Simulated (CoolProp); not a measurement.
Vapour-liquid equilibrium of R22 (1) + cyclohexane (2) at 327.2 K; x and y are mole fractions of (1).

The numbers come from the multi-fluid Helmholtz-energy mixture model, Kamei 1995 and Zhou 2014; pair parameters Bell 2016 in CoolProp.

Task: Give the bubble pressure and the first vapour's composition at x = 0.15, 0.75, 0.95. Is there an azeotrope?

Result: x = 0.15: 0.5815 MPa, y = 0.925; x = 0.75: 1.620 MPa, y = 0.979; x = 0.95: 1.998 MPa, y = 0.994. No azeotrope shows between x = 0.05 and 0.95.

Pair parameters are fitted to limited data, so mixtures are less certain than the pure fluids. The gap from Raoult's law changes sign with composition, which may be real or a fault of the pair parameters; it wasn't checked against measurements. With so large a gap from Raoult's law the liquid may split in two, which this calculation doesn't test in full.
